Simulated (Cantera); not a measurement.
A perfectly stirred reactor is fed with NH3 : N2 = 1 : 13 (molar parts), at 1.01 bar; it is held at 1350 K, and followed from long to short residence time.

Computed with Cantera and the gas-phase N/H chemistry of the illustrative SiF4/NH3 mechanism in the Surface Chemkin manual (1991). Walls and surfaces, which speed up NH3 decomposition in real reactors, are not modelled.

### Question
What does this change do: temperature 1350 to 2023 K?

### Answer
```
quantity                  before     after
----------------------  --------  --------
x(NH3) at τ = 2.00 s      0.0710   0.00146
x(N2) at τ = 2.00 s        0.928     0.900
x(H2) at τ = 2.00 s     0.000617    0.0977
x(NH2) at τ = 2.00 s     4.18e-6   1.63e-5
x(N2H2) at τ = 2.00 s    1.41e-8   4.21e-9
x(NH3) at τ = 19.0 ms     0.0714    0.0447
x(N2) at τ = 19.0 ms       0.929     0.918
x(H2) at τ = 19.0 ms     5.24e-7    0.0372
x(NH2) at τ = 19.0 ms    7.36e-7  0.000200
x(N2H2) at τ = 19.0 ms  3.84e-10   2.42e-7
```
